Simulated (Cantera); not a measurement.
A perfectly stirred reactor is fed with CO : O2 : H2O : N2 = 0.0036 : 0.02 : 0.0074 : 1 (molar parts), equivalence ratio 0.090, at 4.60 bar; it is held at 1375 K, and followed from long to short residence time.

Cantera simulation using GRI-Mech 3.0 (53 species, 325 reactions); the numbers are that mechanism's predictions, not measurements.

**Question.** What does this change do: H2O 0.0074 to 0.057 parts?

**Answer.** 
```csv
quantity,before,after
x(CO) at τ = 1.10 s,2.31e-5,1.44e-5
x(O2) at τ = 1.10 s,0.0177,0.0169
x(H2O) at τ = 1.10 s,0.00718,0.0528
x(N2O) at τ = 1.10 s,5.98e-7,1.80e-7
x(HO2) at τ = 1.10 s,1.35e-7,9.30e-8
x(CO) at τ = 22.0 ms,0.000352,0.000223
x(O2) at τ = 22.0 ms,0.0178,0.0170
x(H2O) at τ = 22.0 ms,0.00717,0.0528
x(N2O) at τ = 22.0 ms,1.82e-6,6.29e-7
x(HO2) at τ = 22.0 ms,1.58e-6,1.26e-6
```

**Question.** What does this change do: temperature 1375 to 900 K?

**Answer.** 
```csv
quantity,before,after
x(CO) at τ = 1.10 s,2.31e-5,0.00345
x(O2) at τ = 1.10 s,0.0177,0.0194
x(H2O) at τ = 1.10 s,0.00718,0.00718
x(N2O) at τ = 1.10 s,5.98e-7,1.01e-9
x(HO2) at τ = 1.10 s,1.35e-7,2.47e-7
x(CO) at τ = 22.0 ms,0.000352,0.00349
x(O2) at τ = 22.0 ms,0.0178,0.0194
x(H2O) at τ = 22.0 ms,0.00717,0.00718
x(N2O) at τ = 22.0 ms,1.82e-6,<1e-12
x(HO2) at τ = 22.0 ms,1.58e-6,4.92e-10
```
